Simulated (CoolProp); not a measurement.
Vapour-liquid equilibrium of n-octane (1) + ethylbenzene (2) at 1.49 kPa; x and y are mole fractions of (1).

Model: multi-fluid Helmholtz-energy mixture model, Beckmüller 2019 and Zhou 2012; pair parameters Bell 2016, in CoolProp.

| x | bubble temperature, mixture model (K) | bubble temperature, Raoult's law (K) | y, mixture model | y, Raoult's law |
|---|---|---|---|---|
| 0.05 | 299.9 | 300.4 | 0.098 | 0.071 |
| 0.2 | 297.8 | 299.3 | 0.316 | 0.268 |
| 0.35 | 296.4 | 298.2 | 0.469 | 0.441 |
| 0.5 | 295.5 | 297.2 | 0.594 | 0.595 |
| 0.65 | 294.8 | 296.2 | 0.707 | 0.732 |
| 0.8 | 294.4 | 295.3 | 0.823 | 0.855 |
| 0.95 | 294.2 | 294.4 | 0.952 | 0.965 |

The largest gap from Raoult's law is -1.8 K in bubble temperature, at x = 0.35. No azeotrope shows between x = 0.05 and 0.95.

Pair parameters are fitted to limited data, so mixtures are less certain than the pure fluids.
